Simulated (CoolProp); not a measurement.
Acetone along the isobar 2.36 MPa: Z from the reference equation and from simpler models built on Tc = 235.0 °C, pc = 4.692 MPa, ω = 0.307; each cubic takes its own stable root.

Values from CoolProp's reference Helmholtz-energy equation of state, Lemmon 2006. It is a short technical equation, of lower accuracy than the large ones.

| T (°C) | phase | reference | van der Waals | Redlich-Kwong | Soave-Redlich-Kwong |
|---|---|---|---|---|---|
| -12.15 | liquid | 0.07638 | 0.1494 | 0.1011 | 0.09840 |
| 3.85 | liquid | 0.07348 | 0.1433 | 0.09720 | 0.09431 |
| 19.85 | liquid | 0.07098 | 0.1380 | 0.09392 | 0.09083 |
| 35.85 | liquid | 0.06885 | 0.1335 | 0.09118 | 0.08790 |
| 51.85 | liquid | 0.06703 | 0.1297 | 0.08894 | 0.08547 |
| 67.95 | liquid | 0.06550 | 0.1265 | 0.08717 | 0.08350 |
| 83.95 | liquid | 0.06426 | 0.1240 | 0.08587 | 0.08199 |
| 99.95 | liquid | 0.06331 | 0.1221 | 0.08506 | 0.08096 |
| 115.95 | liquid | 0.06266 | 0.1210 | 0.08477 | 0.08043 |
| 131.95 | liquid | 0.06233 | 0.1206 | 0.08509 | 0.08047 |
| 147.95 | liquid | 0.06239 | 0.1214 | 0.08620 | 0.08124 |
